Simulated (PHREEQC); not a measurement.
Solution (30 °C): 0.0051 mol CaSO4, 0.15 mol Na2HPO4 and 5.7e-05 mol KCl per kg of water. Closed to the air; pH follows from the charge balance.

The numbers come from PHREEQC with the ion-association model, phreeqc.dat.

| Property | Value |
|---|---|
| pH | 8.41 |
| ionic strength | 0.415 mol/kgw |
| activity of water | 0.993 |
| density | 1.015 g/cm³ |
| total alkalinity | 150 meq/kg |

```csv
species,molality,activity,log γ
Na+,0.282,0.203,-0.144
HPO4-2,0.127,0.0288,-0.643
NaHPO4-,0.0163,0.0114,-0.154
SO4-2,0.00383,0.000837,-0.660
H2PO4-,0.00248,0.00174,-0.154
CaPO4-,0.00233,0.00163,-0.154
CaHPO4,0.00221,0.00243,0.041
NaSO4-,0.00125,0.000878,-0.154
Ca+2,0.000528,0.000140,-0.575
PO4-3,0.000152,3.71e-6,-1.614
Cl-,5.70e-5,3.76e-5,-0.180
K+,5.39e-5,3.53e-5,-0.184
CaSO4,1.97e-5,2.17e-5,0.041
CaH2PO4+,9.81e-6,6.88e-6,-0.154
```

Precipitation was switched off in this run. Examples of supersaturated solids here: Hydroxyapatite. Others may be too.
